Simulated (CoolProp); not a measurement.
Saturation properties of nitrogen.

Values from CoolProp's reference Helmholtz-energy equation of state, Span 2000.

```tsv
T (K)	p (kPa)	enthalpy of vaporisation (kJ/kg)	liquid cp (kJ/(kg K))	liquid viscosity (µPa s)	vapour viscosity (µPa s)
83.7	201.5	190.4	2.080	127	…
86.2	256.5	186.7	…	116	6.16
88.7	321.9	182.7	2.126	107	6.37
91.3	402.2	178.2	2.157	98.7	6.60
93.8	492.4	…	2.193	91.3	6.82
96.3	596.4	168.8	2.236	84.6	7.06
98.8	715.4	163.6	2.289	78.5	7.31
101.3	850.7	158.0	2.353	72.9	7.57
103.8	1003	151.9	2.433	67.7	7.84
106.3	1175	145.3	2.535	62.8	8.14
108.8	1366	…	…	58.1	8.46
111.4	1588	…	2.849	53.5	8.83
113.9	…	120.7	3.097	49.2	9.24
116.4	2087	110.3	3.467	…	9.72
```

Fill in the missing entries.


- 83.7, vapour viscosity (µPa s): 5.95
- 86.2, liquid cp (kJ/(kg K)): 2.101
- 93.8, enthalpy of vaporisation (kJ/kg): 173.7
- 108.8, enthalpy of vaporisation (kJ/kg): 138.1
- 108.8, liquid cp (kJ/(kg K)): 2.666
- 111.4, enthalpy of vaporisation (kJ/kg): 129.7
- 113.9, p (kPa): 1825
- 116.4, liquid viscosity (µPa s): 44.9

It boils at 77.4 K under 1 atm.

Viscosity comes from a separate model (Lemmon 2004).
